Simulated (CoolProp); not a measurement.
A single-stage vapour-compression cycle with R141b: evaporating at 328.15 K (dew point), condensing at 390.15 K (bubble point), superheat 5 K, subcooling 0 K, compressor efficiency 0.75, no pressure losses. Each further row changes one setting.

The numbers come from the reference Helmholtz-energy equation of state, Lemmon 2006 in CoolProp. It is a short technical equation, of lower accuracy than the large ones.

```json
[
 {"case": "as stated", "cooling COP": "2.97", "pressure ratio": "4.57", "discharge temperature (K)": "399.8", "refrigerating effect (kJ/kg)": "137", "volumetric capacity (kJ/m³)": "1310"},
 {"case": "evaporating temperature 333.15 K", "cooling COP": "3.36", "pressure ratio": "3.95", "discharge temperature (K)": "398.9", "refrigerating effect (kJ/kg)": "140", "volumetric capacity (kJ/m³)": "1540"},
 {"case": "condensing temperature 385.15 K", "cooling COP": "3.34", "pressure ratio": "4.12", "discharge temperature (K)": "394.9", "refrigerating effect (kJ/kg)": "144", "volumetric capacity (kJ/m³)": "1370"},
 {"case": "subcooling 5 K", "cooling COP": "3.12", "pressure ratio": "4.57", "discharge temperature (K)": "399.8", "refrigerating effect (kJ/kg)": "144", "volumetric capacity (kJ/m³)": "1370"},
 {"case": "superheat 15 K", "cooling COP": "3.03", "pressure ratio": "4.57", "discharge temperature (K)": "410.0", "refrigerating effect (kJ/kg)": "146", "volumetric capacity (kJ/m³)": "1340"},
 {"case": "compressor efficiency 0.65", "cooling COP": "2.57", "pressure ratio": "4.57", "discharge temperature (K)": "406.6", "refrigerating effect (kJ/kg)": "137", "volumetric capacity (kJ/m³)": "1310"}
]
```
